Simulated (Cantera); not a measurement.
An adiabatic, constant-volume homogeneous reactor starts with CH₄ : CO : O₂ : N₂ = 1 : 0.46 : 1.11 : 10.3 (molar parts), at 1725 K and 9.87 atm.

Computed with Cantera and GRI-Mech 3.0 (53 species, 325 reactions).

One state of this run: T (K) = 1752; P (bar) = 10.2; x CH₄ = 0.0702; x CO = 0.0367; x O₂ = 0.0823; x H₂O₂ = 1.09e-6; x NO = 2.72e-10; x HCN = 1.19e-10. x: mole fraction; the columns are a selection and need not sum to one.

### Question
Which value of t (s) does it belong to?
A. 0.000928
B. 4.31e-5
C. 0.00431
D. 0.000200

### Answer
B, 4.31e-5
